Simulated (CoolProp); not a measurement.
CH2F2 (R32) along the isotherm 95.25 °C: density (kg/m³) from the reference equation and from simpler models built on Tc = 78.1 °C, pc = 5.783 MPa, ω = 0.277; each cubic takes its own stable root.

Values from CoolProp's reference Helmholtz-energy equation of state, Tillner-Roth 1997.

```tsv
p (MPa)	phase	reference
0.0274	gas	0.4661
0.0414	gas	0.7048
0.0624	gas	1.064
0.0942	gas	1.609
0.142	gas	2.431
0.214	gas	3.679
0.323	gas	5.589
0.488	gas	8.527
0.736	gas	13.06
1.11	gas	20.16
1.67	gas	31.48
2.53	gas	50.81
3.81	gas	85.61
5.75	gas	165.3
8.67	supercritical	531.0
```

Problem. How far does each simpler model (ideal gas, van der Waals, Redlich-Kwong, Soave-Redlich-Kwong, Peng-Robinson) lie from the reference over these 15 states: mean and median of the absolute difference, and the worst?

Solution. 
- ideal gas: mean 12.1 %, median 2.8 %, worst -72.3 % at 95.25 °C and 8.67 MPa
- van der Waals: mean 2.9 %, median 0.5 %, worst -26.3 % at 95.25 °C and 8.67 MPa
- Redlich-Kwong: mean 2.0 %, median 0.3 %, worst -20.0 % at 95.25 °C and 8.67 MPa
- Soave-Redlich-Kwong: mean 2.8 %, median 0.3 %, worst -26.2 % at 95.25 °C and 8.67 MPa
- Peng-Robinson: mean 1.6 %, median 0.0 %, worst -20.3 % at 95.25 °C and 8.67 MPa
